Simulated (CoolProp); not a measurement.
Methane along the isobar 215 bar: fugacity coefficient from the reference equation and from simpler models built on Tc = -82.6 °C, pc = 45.99 bar, ω = 0.011; each cubic takes its own stable root.

Computed with CoolProp (reference Helmholtz-energy equation of state, Setzmann 1991).

```json
[
 {"T (°C)": "-154.85", "phase": "liquid", "reference": "0.01708"},
 {"T (°C)": "-142.15", "phase": "liquid", "reference": "0.03581"},
 {"T (°C)": "-129.45", "phase": "liquid", "reference": "0.06450"},
 {"T (°C)": "-116.75", "phase": "liquid", "reference": "0.1037"},
 {"T (°C)": "-104.05", "phase": "liquid", "reference": "0.1526"},
 {"T (°C)": "-91.35", "phase": "liquid", "reference": "0.2098"},
 {"T (°C)": "-78.65", "phase": "supercritical", "reference": "0.2730"},
 {"T (°C)": "-65.95", "phase": "supercritical", "reference": "0.3396"},
 {"T (°C)": "-53.25", "phase": "supercritical", "reference": "0.4072"}
]
```

### Question
How far does each simpler model (van der Waals, Peng-Robinson) lie from the reference over these 9 states: mean and median of the absolute difference, and the worst?

### Answer
- van der Waals: mean 86.4 %, median 51.9 %, worst +280.6 % at -154.85 °C and 215 bar
- Peng-Robinson: mean 6.3 %, median 6.0 %, worst -8.0 % at -154.85 °C and 215 bar
